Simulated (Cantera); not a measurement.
Thermodynamics of silicon carbide growth, feed CH3SiCl3 + HCl + H2

A closed system holds: 1 mol CH3SiCl3, 0.058 mol HCl, 180 mol H2, held at 165 Torr.

Method: chemical equilibrium by Gibbs-energy minimisation in Cantera with the NASA 1993 tables (ideal gas, pure condensed phases). Candidate condensed phases: C, C6H6, C7H8, C8H18, Si, SiC; 109 gas species. The feed counts by its element totals alone. The tables' values for SiCl are old estimates; treat these amounts as uncertain. Gases not in the tables: Si2H6 and higher silanes. The numbers say what is thermodynamically allowed, not how fast it happens.

From 1798 K to 2398 K the condensed part is SiC(s). The main Si-bearing gas is SiCl2 at 1798 K and Si at 2398 K. The share of Si in condensed phases is highest at 1798 K (98.6 %) and lowest at 2398 K (5.4 %).

```json
[
 {"T (K)": "1798", "log p H2": "-0.67", "log p H": "-3.79", "log p HCl": "-2.44", "log p Si": "-6.59", "log p C2H2 (acetylene)": "-5.51", "log p SiH": "-6.87", "log p Cl": "-5.68", "n SiC(s)": "0.986"},
 {"T (K)": "1848", "log p H2": "-0.67", "log p H": "-3.61", "log p HCl": "-2.44", "log p Si": "-6.21", "log p C2H2 (acetylene)": "-5.29", "log p SiH": "-6.54", "log p Cl": "-5.50", "n SiC(s)": "0.984"},
 {"T (K)": "1898", "log p H2": "-0.67", "log p H": "-3.44", "log p HCl": "-2.44", "log p Si": "-5.83", "log p C2H2 (acetylene)": "-5.11", "log p SiH": "-6.23", "log p Cl": "-5.34", "n SiC(s)": "0.980"},
 {"T (K)": "1948", "log p H2": "-0.67", "log p H": "-3.28", "log p HCl": "-2.44", "log p Si": "-5.48", "log p C2H2 (acetylene)": "-4.94", "log p SiH": "-5.92", "log p Cl": "-5.18", "n SiC(s)": "0.975"},
 {"T (K)": "1998", "log p H2": "-0.67", "log p H": "-3.13", "log p HCl": "-2.44", "log p Si": "-5.14", "log p C2H2 (acetylene)": "-4.78", "log p SiH": "-5.64", "log p Cl": "-5.03", "n SiC(s)": "0.966"},
 {"T (K)": "2048", "log p H2": "-0.67", "log p H": "-2.98", "log p HCl": "-2.44", "log p Si": "-4.83", "log p C2H2 (acetylene)": "-4.61", "log p SiH": "-5.37", "log p Cl": "-4.89", "n SiC(s)": "0.953"},
 {"T (K)": "2098", "log p H2": "-0.67", "log p H": "-2.85", "log p HCl": "-2.45", "log p Si": "-4.53", "log p C2H2 (acetylene)": "-4.44", "log p SiH": "-5.13", "log p Cl": "-4.76", "n SiC(s)": "0.932"},
 {"T (K)": "2148", "log p H2": "-0.67", "log p H": "-2.71", "log p HCl": "-2.45", "log p Si": "-4.26", "log p C2H2 (acetylene)": "-4.25", "log p SiH": "-4.91", "log p Cl": "-4.63", "n SiC(s)": "0.898"},
 {"T (K)": "2198", "log p H2": "-0.67", "log p H": "-2.59", "log p HCl": "-2.45", "log p Si": "-4.01", "log p C2H2 (acetylene)": "-4.07", "log p SiH": "-4.70", "log p Cl": "-4.51", "n SiC(s)": "0.843"},
 {"T (K)": "2248", "log p H2": "-0.67", "log p H": "-2.47", "log p HCl": "-2.45", "log p Si": "-3.78", "log p C2H2 (acetylene)": "-3.88", "log p SiH": "-4.51", "log p Cl": "-4.39", "n SiC(s)": "0.756"},
 {"T (K)": "2298", "log p H2": "-0.67", "log p H": "-2.36", "log p HCl": "-2.46", "log p Si": "-3.56", "log p C2H2 (acetylene)": "-3.69", "log p SiH": "-4.33", "log p Cl": "-4.28", "n SiC(s)": "0.616"},
 {"T (K)": "2348", "log p H2": "-0.68", "log p H": "-2.25", "log p HCl": "-2.46", "log p Si": "-3.35", "log p C2H2 (acetylene)": "-3.51", "log p SiH": "-4.16", "log p Cl": "-4.17", "n SiC(s)": "0.397"},
 {"T (K)": "2398", "log p H2": "-0.68", "log p H": "-2.14", "log p HCl": "-2.47", "log p Si": "-3.16", "log p C2H2 (acetylene)": "-3.33", "log p SiH": "-4.00", "log p Cl": "-4.07", "n SiC(s)": "0.0543"}
]
```
log p: log10 of the partial pressure in bar; n: condensed amount in mol.
